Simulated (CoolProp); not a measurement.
R142b along the isotherm 321.3 K: Z from the reference equation and from simpler models built on Tc = 410.3 K, pc = 4.055 MPa, ω = 0.232; each cubic takes its own stable root.

Values from CoolProp's reference Helmholtz-energy equation of state, Lemmon 2006. It is a short technical equation, of lower accuracy than the large ones.

```
p (MPa)   phase  reference  van der Waals  Redlich-Kwong  Peng-Robinson
-------  ------  ---------  -------------  -------------  -------------
0.128       gas     0.9749         0.9831         0.9783         0.9751
0.228       gas     0.9543         0.9694              …         0.9550
0.405       gas     0.9154         0.9444         0.9283         0.9178
0.721    liquid    0.02584         0.8962         0.8650        0.02567
1.28     liquid    0.04574         0.7944        0.05371        0.04538
2.28     liquid    0.08110         0.1343        0.09464        0.08026
4.05     liquid     0.1430         0.2322              …         0.1409
7.21     liquid     0.2514         0.3990         0.2868         0.2465
12.8     liquid     0.4382         0.6790         0.4919         0.4265
22.8     liquid     0.7602          1.153         0.8388         0.7344
40.5     liquid      1.304          1.951          1.417              …
```

### Question
What belongs in the gaps?

### Answer

- 0.228, Redlich-Kwong: 0.9607
- 4.05, Redlich-Kwong: 0.1653
- 40.5, Peng-Robinson: 1.252

At some of these states van der Waals, Redlich-Kwong gives the other phase, because its saturation line lies elsewhere.
